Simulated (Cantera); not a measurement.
**Premixed flame**

A freely propagating, adiabatic, planar premixed flame of CH3OH : O2 : N2 : H2O = 1 : 1.07 : 4.03 : 0.31 (molar parts), unburnt at 675 K and 5.00 bar; mixture-averaged transport, grid criteria slope 0.08 and curve 0.16, no radiation.

Computed with Cantera and GRI-Mech 3.0 (53 species, 325 reactions). GRI-Mech 3.0 was tuned for natural gas; its chemistry of methanol as a main component is partial and can be far from experiment. Burning velocities carry a grid error of a few per cent, more on coarse grids.

```
z (mm)   T (K)  u (m/s)   x CH3OH      x O2   x H2O    x N2O      x CO      x H
-------  -----  -------  --------  --------  ------  -------  --------  -------
-0.178     676     1.29     0.155     0.166  0.0483    <1e-8   2.86e-5    <1e-8
-0.119     679     1.31     0.154     0.164  0.0490    <1e-8  0.000243    <1e-8
-0.0890    693     1.34     0.152     0.162  0.0517    <1e-8  0.000992    <1e-8
-0.0593    763     1.51     0.145     0.154  0.0639    <1e-8   0.00523    <1e-8
-0.0297   1075     2.22     0.108     0.122   0.112  1.91e-8    0.0278  1.03e-6
-0.0148   1405     3.00    0.0597    0.0867   0.159  4.66e-8    0.0568  8.81e-5
0         1754     3.89   0.00893    0.0487   0.212  8.65e-8    0.0924  0.00196
0.0148    1909     4.26  0.000132    0.0251   0.241  1.00e-7    0.0958  0.00678
0.0297    1979     4.40   1.05e-6    0.0121   0.252  9.56e-8    0.0867  0.00945
0.0593    2054     4.54   2.33e-8   0.00374   0.257  7.59e-8    0.0754  0.00962
0.119     2120     4.66     <1e-8   0.00123   0.258  5.33e-8    0.0690  0.00715
0.237     2169     4.75     <1e-8  0.000460   0.261  3.48e-8    0.0678  0.00438
0.474     2199     4.81     <1e-8  0.000148   0.263  2.10e-8    0.0681  0.00241
```
x: mole fraction of selected species; z is measured from the peak of heat release.

- laminar burning velocity = 128 cm/s
- thermal thickness = 0.0593 mm
- peak x(CO) = 0.0982
- peak x(H) = 0.00999
- grid points = 148
